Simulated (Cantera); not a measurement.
# Hydrocarbon pyrolysis for carbon deposition

An isothermal, constant-pressure homogeneous reactor starts with 7.69 % CH4, 92.3 % H2, at 1975 K and 0.00320 bar.

Computed with Cantera and GRI-Mech 3.0 (53 species, 325 reactions). GRI-Mech 3.0 stops at C3 and has no aromatics, soot or wall deposition, so with more carbon than oxygen in the feed, carbon stays in small species such as C2H2 where larger ones or solid carbon would form. Radical loss at walls, strong at low pressure, is not modelled.

```tsv
t (s)	x CH4	x H2	x C2H6	x CH3	x CH2	x C2H4
0.000600	0.0768	0.923	6.13e-9	0.000134	1.08e-8	4.30e-8
0.00223	0.0764	0.923	1.48e-7	0.000499	1.82e-7	2.50e-6
0.00826	0.0747	0.922	1.92e-6	0.00183	2.29e-6	9.40e-5
0.0307	0.0617	0.925	8.76e-6	0.00500	1.55e-5	0.000625
0.114	0.0240	0.944	2.21e-6	0.00293	1.58e-5	0.000162
0.422	0.00408	0.953	9.45e-8	0.000721	7.30e-6	1.01e-5
1.57	0.000373	0.951	1.19e-9	0.000105	1.89e-6	1.42e-6
5.81	3.18e-5	0.944	1.19e-11	1.36e-5	3.77e-7	9.23e-7
21.6	9.90e-6	0.941	1.43e-12	4.91e-6	1.57e-7	8.21e-7
80.0	9.70e-6	0.941	1.38e-12	4.81e-6	1.54e-7	8.19e-7
```
x: mole fraction; the columns are a selection and need not sum to one.

Equilibrium at this temperature and pressure: CH4 9.72e-6, H2 0.941, C2H6 1.39e-12, CH3 4.83e-6, CH2 1.55e-7, C2H4 8.19e-7 (gas phase only).
